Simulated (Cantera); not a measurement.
Input (Python, Cantera) and output of one run.

```python
import numpy as np
import cantera as ct

gas_names = """
    AL ALH ALN ALO ALOH ALO2 ALO2H AL2 AL2O AL2O2 H HALO HNO HNO2 HNO3 HO2 H2 H2O H2O2 N NH NH2 NH3
    NH2OH NO NO2 NO3 N2 N2H2 N2H4 N2O O OH O2 O3
""".split()
cond_names = """
    AL(cr) AL(L) ALN(s) AL2O3(a) AL2O3(L) H2O(s) H2O(L)
""".split()


def load(file, names, dense=False):
    # The tables refer to 1 bar. Condensed volumes are neglected.
    table = {s.name: s for s in ct.Species.list_from_file(file)}
    out = []
    for n in names:
        d = dict(table[n].input_data)
        d["thermo"] = dict(d["thermo"], **{"reference-pressure": 1e5})
        if dense:
            d["equation-of-state"] = {"model": "constant-volume", "density": "1e6 g/cm^3"}
        out.append(ct.Species.from_dict(d))
    return out


gas = ct.Solution(thermo="ideal-gas", species=load("nasa_gas.yaml", gas_names))
cond = {s.name: ct.Solution(thermo="fixed-stoichiometry", species=[s], name=s.name)
        for s in load("nasa_condensed.yaml", cond_names, dense=True)}
atoms = {
    'Al': {'AL': 1},
    'H2O': {'H': 2, 'O': 1},
    'H2': {'H': 2},
    'NH3': {'N': 1, 'H': 3},
}
top_T = {'ALN(s)': 2750}  # K; cautious upper limits of use, not melting points


def equilibrate(T, P, feed):
    n = {}
    for name, mol in feed.items():
        for a, k in atoms[name].items():
            n[a] = n.get(a, 0.0) + k * mol
    gas.TPX = T, P, n
    mass = sum(n.values()) * gas.mean_molecular_weight
    gas.equilibrate("TP")
    valid = [c for c in cond.values() if c.min_temp <= T <= top_T.get(c.name, c.max_temp)]
    mix = ct.Mixture([(gas, mass / gas.mean_molecular_weight)] + [(c, 0.0) for c in valid])
    mix.T, mix.P = T, P
    mix.equilibrate("TP", solver="vcs", rtol=1e-11, max_steps=5000)
    return mix


results = []
feed = {'Al': 1, 'H2O': 5.6, 'H2': 1.3, 'NH3': 0.9}  # mol
T = 2100  # K
P = 66000  # Pa
mix = equilibrate(T, P, feed)
results.append((T, P, feed, dict(zip(mix.species_names, mix.species_moles))))
x = sorted(zip(gas.X, gas.species_names), reverse=True)
print(f"T = {T:g} K  P = {P:g} Pa  gas = {mix.phase_moles(0):.4g} mol")
print("   x: " + "  ".join(f"{s} {v:.3e}" for v, s in x if v > 0.0001))
print("   condensed (mol): " + ("  ".join(f"{mix.phase(i).name} {mix.phase_moles(i):.4g}"
      for i in range(1, mix.n_phases) if mix.phase_moles(i) > 1e-12) or "none"))
```

Output:

```
T = 2100 K  P = 66000 Pa  gas = 8.713 mol
   x: H2 4.751e-01  H2O 4.702e-01  N2 5.165e-02  H 2.644e-03  OH 3.115e-04
   condensed (mol): AL2O3(a) 0.5
```

Cantera equilibrium calculation (NASA polynomials, part measured and part estimated; ideal gas, pure solids and liquids). Gases not in the tables: Al(OH)3.
